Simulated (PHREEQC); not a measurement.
PHREEQC input (ion-association model, phreeqc.dat):

```
SOLUTION_MASTER_SPECIES
  Amm  AmmH+  0  AmmH  17.031  # ammonia with no redox link, constants of NH4+
SOLUTION_SPECIES
  AmmH+ = AmmH+
    -log_k 0
    -gamma 2.5 0
    -dw 1.98e-9
  AmmH+ = Amm + H+
    -log_k -9.252
    -delta_h 12.48 kcal
    -analytic 0.6322 -0.001225 -2835.76
    -dw 2.28e-9
  AmmH+ + SO4-2 = AmmHSO4-
    -log_k 1.11
PHASES
  Amm(g)
    Amm = Amm
    -log_k 1.7966
    -analytic -18.758 3.3670e-4 2.5113e3 4.8619 39.192
    -T_c 405.6
    -P_c 111.3
    -Omega 0.25
EXCHANGE_SPECIES
  AmmH+ + X- = AmmHX
    -log_k 0.6
    -gamma 2.5 0
    -delta_h -2.4
SOLUTION 0
  temp 25
  units mmol/kgw
  pH 7 charge
  Cl 8.31
  Amm 8.3
  S(6) 0.4
  Mg 0.4
  O(0) 1 O2(g) -0.68
SOLUTION 1-30
  temp 25
  units mmol/kgw
  pH 7 charge
  S(6) 2.2
  Mg 2.2
  Br 7.8
  K 7.8
  Cl 2.61
  Amm 2.6
  O(0) 1 O2(g) -0.68
END
EXCHANGE 1-30
  X 0.0035
  -equilibrate 1
END
SELECTED_OUTPUT 1
  -reset false
  -pH true
  -pe true
  -ionic_strength true
  -water true
  -step true
  -totals Amm Br Cl K Mg S S(-2) S(6)
  -molalities KX MgX2 AmmHX
  -saturation_indices Sylvite
PRINT
  -reset false
TRANSPORT
  -cells 30
  -shifts 90
  -lengths 0.0166667
  -time_step 720
  -dispersivities 0.025
  -boundary_conditions flux flux
  -correct_disp true
  -punch_cells 30
  -punch_frequency 3
END
# ... the last block is repeated for the other 30 points of pore volumes
```

Selected output (columns that matter, 10 of 31 rows; pore volumes added in front):

```
pore volumes	pH	mu	Amm	Br	Cl	K	Mg	S	m_KX	m_MgX2	si_Sylvite
0	5.0864	0.017849	0.0026	0.0078	0.00261	0.0078	0.0022	0.0022	0.0011807	0.0010043	-5.7118
0.3167	5.0864	0.017849	0.0026	0.0077995	0.0026104	0.0077998	0.0021999	0.0021999	0.0011807	0.0010043	-5.7117
0.7167	5.0787	0.01649	0.0030333	0.0063978	0.0036347	0.0069121	0.001915	0.0018764	0.0011124	0.001001	-5.6161
1.0167	5.0588	0.01337	0.0045127	0.0032538	0.0059322	0.0044036	0.0012807	0.0011509	0.000845	0.00098485	-5.5883
1.3167	5.0428	0.011217	0.0060359	0.0011676	0.0074568	0.0022261	0.0008456	0.00066944	0.00050874	0.00094901	-5.7768
1.7167	5.0337	0.010168	0.0073292	0.00022323	0.0081469	0.00074914	0.00059238	0.00045151	0.00019654	0.00088926	-6.2069
2.0167	5.0315	0.009947	0.0078203	5.747e-05	0.008268	0.0003042	0.00050875	0.00041326	8.4107e-05	0.00085048	-6.591
2.3167	5.0306	0.009867	0.0080683	1.3987e-05	0.0082998	0.00011739	0.00046225	0.00040323	3.3452e-05	0.00082143	-7.0025
2.7167	5.0302	0.0098271	0.0082121	2.0162e-06	0.0083085	3.1163e-05	0.0004291	0.00040047	9.0775e-06	0.00079679	-7.5778
3.0167	5.0301	0.0098142	0.008257	4.6013e-07	0.0083097	1.1181e-05	0.00041609	0.00040011	3.2853e-06	0.00078617	-8.0229
```
